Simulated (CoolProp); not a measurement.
Normal hydrogen at 298.15 K and 1.22 MPa is throttled through a valve to 0.64 MPa with no heat exchange. Each further row changes one setting.

Values from CoolProp's reference Helmholtz-energy equation of state, Leachman 2009.

| case | temperature change (K) | final density (kg/m³) |
|---|---|---|
| as stated | [?] | [?] |
| outlet pressure 0.192 MPa | [?] | 0.156 |
| outlet pressure 0.832 MPa | [?] | [?] |

Q: What belongs in the gaps?

A: 
- as stated, temperature change (K): +0.2
- as stated, final density (kg/m³): 0.518
- outlet pressure 0.192 MPa, temperature change (K): +0.3
- outlet pressure 0.832 MPa, temperature change (K): +0.1
- outlet pressure 0.832 MPa, final density (kg/m³): 0.673
